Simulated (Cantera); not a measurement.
A Cantera script and what it prints.

```python
import numpy as np
import cantera as ct

gas_names = """
    Ca CaF CaF2 CaO Ca2 F FO FO2 F2 F2O O O2 O3
""".split()
cond_names = """
    Ca(a) Ca(b) Ca(L) CaF2(a) CaF2(b) CaF2(L) CaO(s) CaO(L)
""".split()


# ... load() reads the species with a 1 bar reference pressure and builds the phases ...
atoms = {
    'CaO': {'Ca': 1, 'O': 1},
    'F2': {'F': 2},
}
top_T = {}  # K; cautious upper limits of use, not melting points


# ... equilibrate(T, P, feed) seeds the gas with the atoms and calls Mixture.equilibrate('TP', solver="vcs", rtol=1e-11, max_steps=5000) ...
results = []
feed = {'CaO': 1, 'F2': 0.77}  # mol
P = 1000  # Pa
for T in [1348, 1423, 1498, 1573, 1648, 1723, 1798, 1873]:
    mix = equilibrate(T, P, feed)
    results.append((T, P, feed, dict(zip(mix.species_names, mix.species_moles))))

top = {s: max(r[3][s] / sum(r[3][g] for g in gas_names) for r in results) for s in gas_names}
cols = sorted((s for s in top if top[s] > 0.0001), key=lambda s: -top[s])[:9]
seen = [c for c in cond_names if any(r[3].get(c, 0) > 1e-12 for r in results)]
print("log10 of partial pressures in bar; condensed amounts in mol")
print(f"{'T/K':>10s}" + "".join(f"{s[:9]:>10s}" for s in cols + seen))
for T, P, feed, n in results:
    ng = sum(n[g] for g in gas_names)
    print(f"{T:10.4g}" + "".join(f"{np.log10(max(n[s] / ng * P / 1e5, 1e-99)):10.3f}" for s in cols)
          + "".join(f"{n.get(c, 0):10.4g}" for c in seen))
```

It prints:

```
log10 of partial pressures in bar; condensed amounts in mol
       T/K        O2      CaF2         O   CaF2(a)   CaF2(b)   CaF2(L)    CaO(s)
      1348    -2.000    -7.252    -7.389      0.77         0         0      0.23
      1423    -2.000    -6.416    -6.871      0.77         0         0      0.23
      1498    -2.000    -5.680    -6.404         0    0.7699         0      0.23
      1573    -2.000    -5.022    -5.981         0    0.7696         0      0.23
      1648    -2.002    -4.432    -5.597         0    0.7686         0      0.23
      1723    -2.006    -3.917    -5.248         0         0    0.7653      0.23
      1798    -2.015    -3.471    -4.931         0         0    0.7565      0.23
      1873    -2.040    -3.065    -4.647         0         0    0.7337      0.23
```

Equilibrium computed with Cantera from the NASA thermochemical tables; the gas is ideal and each condensed phase is pure. Mutual solubility and eutectic melting of coexisting phases are not modelled.
